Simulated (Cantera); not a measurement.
Mixture: CH4 : O2 : N2 = 1 : 2.2 : 6.37 (molar parts), at 0.680 bar, adiabatic and at constant volume. Ignition delay is the time to a rise of 400 K.

Computed with Cantera and GRI-Mech 3.0 (53 species, 325 reactions).

Problem. What does this change do: N2 6.37 to 8.1 parts?

Solution. 
```csv
quantity,before,after
delay at 1175 K,66.4 ms,82.1 ms
delay at 1250 K,22.4 ms,27.7 ms
delay at 1325 K,8.31 ms,10.2 ms
delay at 1400 K,3.38 ms,4.12 ms
delay at 1475 K,1.52 ms,1.83 ms
delay at 1550 K,0.752 ms,0.896 ms
apparent activation energy between 1400 and 1550 K,180 kJ/mol,180 kJ/mol
```
